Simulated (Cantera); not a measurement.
## Equilibrium for boron, boron nitride and boron oxide: BF₃ + N₂

Feed: 1 mol BF₃, 3.1 mol N₂, held at 650 °C and 1000 Pa.

Method: chemical equilibrium by Gibbs-energy minimisation in Cantera with the NASA 1993 tables (ideal gas, pure condensed phases). Candidate condensed phases: B, BN; 13 gas species. Equilibrium is a limit: real reactors are often held back by kinetics, nucleation or transport.

```yaml
x(N₂): 0.756
x(BF₃): 0.244
gas_amount: 4.100 mol
log10 activity of B(s) (absent): -23.08
```
